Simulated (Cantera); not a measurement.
Input (Python, Cantera):

```python
import numpy as np
import cantera as ct

surf = ct.Interface("diamond.yaml", "diamond_100")
gas, bulk = surf.adjacent["gas"], surf.adjacent["diamond"]
k = surf.kinetics_species_index(bulk.species_names[0])
cover = ["c6HH", "c6H*", "c6*H", "c6**", "c6HM", "c6B"]

rows, drift = [], 0.0
print(f"{'xH':>10s}{'um/h':>11s}" + "".join(f"{s:>11s}" for s in cover))
for v in [0.0001, 0.00024, 0.00057, 0.0014, 0.0032, 0.0078, 0.019, 0.044, 0.11]:
    T, P, xH, xCH3 = 1023, 22000, v, 0.0004
    gas.TPX = T, P, {"H": xH, "CH3": xCH3, "CH4": 0.0032, "H2": 1 - xH - xCH3 - 0.0032}
    surf.TP = bulk.TP = T, P
    surf.coverages = "c6H*:0.1, c6HH:0.9"
    surf.advance_coverages(100.0)
    before = surf.coverages
    surf.advance_coverages(100.0)
    drift = max(drift, np.max(np.abs(surf.coverages - before) / (surf.coverages + 1e-9)))
    rate = surf.net_production_rates[k] * bulk.mean_molecular_weight / bulk.density * 3.6e9
    rows.append([rate, *surf[cover].coverages])
    print(f"{v:10.4g}{rate:11.4e}" + "".join(f"{x:11.3e}" for x in rows[-1][1:]))
```

Output:

```
        xH       um/h       c6HH       c6H*       c6*H       c6**       c6HM        c6B
    0.0001 9.5832e+00  3.040e-01  8.608e-03  1.654e-01  1.654e-03  3.714e-01  2.600e-08
   0.00024 1.8369e+01  3.544e-01  1.126e-02  2.163e-01  3.518e-03  2.956e-01  4.985e-08
   0.00057 2.9350e+01  4.257e-01  1.435e-02  2.755e-01  6.051e-03  1.984e-01  7.964e-08
    0.0014 3.9550e+01  4.931e-01  1.715e-02  3.286e-01  8.506e-03  1.087e-01  1.073e-07
    0.0032 4.5714e+01  5.339e-01  1.888e-02  3.601e-01  1.002e-02  5.492e-02  1.240e-07
    0.0078 4.9289e+01  5.572e-01  2.002e-02  3.778e-01  1.092e-02  2.428e-02  1.337e-07
     0.019 5.1061e+01  5.678e-01  2.097e-02  3.854e-01  1.140e-02  1.032e-02  1.386e-07
     0.044 5.2133e+01  5.721e-01  2.228e-02  3.875e-01  1.174e-02  4.543e-03  1.415e-07
      0.11 5.3663e+01  5.738e-01  2.530e-02  3.860e-01  1.228e-02  1.864e-03  1.456e-07
```

Detailed kinetics in Cantera: the Harris–Goodwin 1993 mechanism for the reconstructed diamond (100) surface.
